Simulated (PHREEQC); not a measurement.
1 kg of water holding 87 mmol/kgw NaCl and 64 mmol/kgw K2SO4 is evaporated at 60 °C; the solids stay in contact with the brine. The system is closed to CO2. Only these solids could form: Arcanite, Glaserite, Halite, Mirabilite, Misenite, Sylvite, Thenardite.

The numbers come from PHREEQC with the Pitzer model, pitzer.dat.

```tsv
water left (kg)	ionic strength	water activity	Glaserite (mol)	Halite (mol)	Sylvite (mol)	Cl in solution (mol/kgw)	Na in solution (mol/kgw)
1	0.279	0.994	0	0	0	0.0870	0.0870
0.5552	0.503	0.990	0	0	0	0.157	0.157
0.3082	0.905	0.983	0	0	0	0.282	0.282
0.1711	1.63	0.970	0	0	0	0.508	0.508
0.09502	2.94	0.947	0	0	0	0.916	0.916
0.05275	4.57	0.911	0.00634	0	0	1.65	1.53
0.0293	5.13	0.871	0.0214	0	0	2.97	2.24
0.01627	6.67	0.789	0.0284	0	0	5.35	3.60
0.00903	8.74	0.693	0.0308	0.0106	0.00453	7.96	5.05
0.005012	8.74	0.693	0.0313	0.0304	0.0168	7.96	5.05
```

Glaserite from water left = 0.05275 kg; Halite from water left = 0.01099 kg; Sylvite from water left = 0.00903 kg.

Away from 25 °C the constants follow the database's enthalpies or fits; those with neither stay at their 25 °C values.
